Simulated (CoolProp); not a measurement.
Properties of hexamethyldisiloxane (MM) along the isobar 2240 kPa (Tc = 245.6 °C, pc = 1931 kPa, ω = 0.418).

Model: reference Helmholtz-energy equation of state, Thol 2016, in CoolProp.

```
T (°C)   phase       Z  cv (kJ/(kg K))  fugacity coefficient
------  ------  ------  --------------  --------------------
12.75   liquid  0.1973           1.513              0.001568
23.05   liquid  0.1931           1.537              0.002713
33.35   liquid  0.1892           1.562              0.004479
43.55   liquid  0.1857           1.587              0.007063
53.85   liquid  0.1825           1.613               0.01078
64.15   liquid  0.1797           1.639               0.01591
74.35   liquid  0.1771           1.665               0.02269
84.65   liquid  0.1748           1.691               0.03161
94.95   liquid  0.1728           1.717               0.04294
105.25  liquid  0.1711           1.743               0.05701
115.45  liquid  0.1696           1.769               0.07395
125.75  liquid  0.1684           1.795               0.09435
```
